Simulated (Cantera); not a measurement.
Feed: 1 mol BCl₃, 2.9 mol O₂, 1.8 mol H₂, 5.5 mol H₂O, equilibrated at 133 Pa.

Equilibrium computed with Cantera from the NASA thermochemical tables; the gas is ideal and each condensed phase is pure. Candidate condensed phases: B, B₂O₃, B₃O₃H₃, H₂O; 33 gas species. The tables' values for BOCl are old estimates; treat these amounts as uncertain. Gases not in the tables: H₃BO₃. Rates play no part. All values below are at 1300 °C.

Base state: H₂O 0.476, HCl 0.246, O₂ 0.171, HBO₂ 0.0863, Cl 0.0177, OH 0.00156, B₂O₃ 0.000699, BO₂ 0.000346 (mole fractions); condensed: gas only.

**Question.** What changes in the equilibrium state with this change: pressure from 133 Pa to 43.0 Pa?

**Answer.** 
```csv
species,before,after
H₂O,0.476,0.477
HCl,0.246,0.241
O₂,0.171,0.169
Cl,0.0177,0.0229
HBO₂,0.0863,0.0860
H,1.37e-5,3.21e-5
Cl₂,4.81e-5,2.59e-5
```
